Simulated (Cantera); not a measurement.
## MgO + F₂ + N₂ (oxide etching and cleaning by halides)

Feed: 1 mol MgO, 0.75 mol F₂, 0.34 mol N₂, equilibrated at 0.0195 Torr.

These are equilibrium values from Cantera (NASA tables, ideal gas, pure condensed phases), not measurements of a reactor. Candidate condensed phases: Mg, MgF₂, MgO; 24 gas species. The numbers say what is thermodynamically allowed, not how fast it happens.

From 1550 K to 1850 K the condensed part is MgO(s). The main Mg-bearing gas is MgF₂ throughout.

```
T (K)  x MgF₂   x O₂   x N₂       x O     x MgF      x NO      x Mg  n MgO(s)
-----  ------  -----  -----  --------  --------  --------  --------  --------
1550    0.512  0.255  0.232  0.000775   3.93e-5  0.000926   1.89e-7     0.250
1600    0.511  0.254  0.231   0.00143  0.000108   0.00115   1.12e-6     0.250
1650    0.511  0.254  0.231   0.00256  0.000280   0.00142   5.96e-6     0.250
1700    0.510  0.252  0.231   0.00440  0.000685   0.00172   2.87e-5     0.250
1750    0.508  0.250  0.230   0.00734   0.00159   0.00206  0.000126     0.249
1800    0.505  0.247  0.229    0.0119   0.00351   0.00243  0.000512     0.247
1850    0.499  0.243  0.226    0.0186   0.00742   0.00283   0.00193     0.242
```
x: gas mole fraction; n: condensed amount in mol.
